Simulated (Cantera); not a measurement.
A Cantera script and what it prints.

```python
import numpy as np
import cantera as ct

gas_names = """
    Cu CuO Cu2 H HNO HNO2 HNO3 HO2 H2 H2O H2O2 N NH NH2 NH3 NH2OH NO NO2 NO3 N2 N2H2 N2H4 N2O O OH O2 O3
""".split()
cond_names = """
    Cu(cr) Cu(L) CuO(s) CuO2H2(s) Cu2O(s) Cu2O(L) H2O(s) H2O(L)
""".split()


# ... load() reads the species with a 1 bar reference pressure and builds the phases ...
atoms = {
    'CuO': {'Cu': 1, 'O': 1},
    'H2': {'H': 2},
    'N2': {'N': 2},
}
top_T = {'CuO(s)': 1390}  # K; cautious upper limits of use, not melting points


# ... equilibrate(T, P, feed) seeds the gas with the atoms and calls Mixture.equilibrate('TP', solver="vcs", rtol=1e-11, max_steps=5000) ...
results = []
feed = {'CuO': 1, 'H2': 1, 'N2': 0.59}  # mol
P = 400000  # Pa
for T in [1273, 1298, 1323, 1348, 1373, 1398, 1423, 1448, 1473, 1498, 1523]:
    mix = equilibrate(T, P, feed)
    results.append((T, P, feed, dict(zip(mix.species_names, mix.species_moles))))
    x = sorted(zip(gas.X, gas.species_names), reverse=True)
    print(f"T = {T:g} K  P = {P:g} Pa  gas = {mix.phase_moles(0):.4g} mol")
    print("   x: " + "  ".join(f"{s} {v:.3e}" for v, s in x if v > 1e-06))
    print("   condensed (mol): " + ("  ".join(f"{mix.phase(i).name} {mix.phase_moles(i):.4g}"
          for i in range(1, mix.n_phases) if mix.phase_moles(i) > 1e-12) or "none"))
```

Result:

```
T = 1273 K  P = 400000 Pa  gas = 1.59 mol
   x: H2O 6.289e-01  N2 3.711e-01  H2 4.417e-05
   condensed (mol): Cu(cr) 0.9999  Cu2O(s) 6.917e-05
T = 1298 K  P = 400000 Pa  gas = 1.59 mol
   x: H2O 6.289e-01  N2 3.711e-01  H2 5.143e-05
   condensed (mol): Cu(cr) 0.9998  Cu2O(s) 7.999e-05
T = 1323 K  P = 400000 Pa  gas = 1.59 mol
   x: H2O 6.289e-01  N2 3.711e-01  H2 5.958e-05
   condensed (mol): Cu(cr) 0.9998  Cu2O(s) 9.175e-05
T = 1348 K  P = 400000 Pa  gas = 1.59 mol
   x: H2O 6.289e-01  N2 3.711e-01  H2 6.867e-05  OH 1.414e-06
   condensed (mol): Cu(cr) 0.9998  Cu2O(s) 0.0001043
T = 1373 K  P = 400000 Pa  gas = 1.59 mol
   x: H2O 6.289e-01  N2 3.711e-01  H2 7.680e-05  OH 2.133e-06  O2 1.471e-06  NO 1.128e-06
   condensed (mol): Cu(L) 0.9998  Cu2O(s) 0.0001139
T = 1398 K  P = 400000 Pa  gas = 1.59 mol
   x: H2O 6.288e-01  N2 3.711e-01  H2 8.417e-05  OH 3.198e-06  O2 2.679e-06  NO 1.756e-06
   condensed (mol): Cu(L) 0.9998  Cu2O(s) 0.00012
T = 1423 K  P = 400000 Pa  gas = 1.59 mol
   x: H2O 6.288e-01  N2 3.711e-01  H2 9.200e-05  O2 4.773e-06  OH 4.725e-06  NO 2.692e-06
   condensed (mol): Cu(L) 0.9998  Cu2O(s) 0.0001231
T = 1448 K  P = 400000 Pa  gas = 1.59 mol
   x: H2O 6.288e-01  N2 3.711e-01  H2 1.003e-04  O2 8.329e-06  OH 6.888e-06  NO 4.063e-06
   condensed (mol): Cu(L) 0.9998  Cu2O(s) 0.0001211
T = 1473 K  P = 400000 Pa  gas = 1.59 mol
   x: H2O 6.288e-01  N2 3.711e-01  H2 1.091e-04  O2 1.425e-05  OH 9.911e-06  NO 6.047e-06  Cu 1.294e-06
   condensed (mol): Cu(L) 0.9998  Cu2O(s) 0.0001106
T = 1498 K  P = 400000 Pa  gas = 1.59 mol
   x: H2O 6.288e-01  N2 3.711e-01  H2 1.183e-04  O2 2.394e-05  OH 1.409e-05  NO 8.878e-06  Cu 1.988e-06
   condensed (mol): Cu(L) 0.9998  Cu2O(s) 8.677e-05
T = 1523 K  P = 400000 Pa  gas = 1.59 mol
   x: H2O 6.288e-01  N2 3.710e-01  H2 1.309e-04  O2 3.786e-05  OH 1.958e-05  NO 1.260e-05  Cu 3.010e-06
   condensed (mol): Cu(L) 0.9999  Cu2O(L) 5.214e-05
```

Equilibrium computed with Cantera from the NASA thermochemical tables; the gas is ideal and each condensed phase is pure. Each liquid is taken as pure. Mutual solubility and eutectic melting of coexisting phases are not modelled.
